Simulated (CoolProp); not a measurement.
Vapour-liquid equilibrium of propylene (1) + dimethyl ether (2) at 0.037 MPa; x and y are mole fractions of (1).

Values from CoolProp's multi-fluid Helmholtz-energy mixture model, Lemmon 2013 and Wu 2011; pair parameters Bell 2016.

Task: Give the bubble temperature and the first vapour's composition at x = 0.5, 0.575, 0.95. Is there an azeotrope?

Result: x = 0.5: 212.0 K, y = 0.776; x = 0.575: 210.8 K, y = 0.818; x = 0.95: 206.1 K, y = 0.980. No azeotrope shows between x = 0.05 and 0.95.

Pair parameters are fitted to limited data, so mixtures are less certain than the pure fluids.
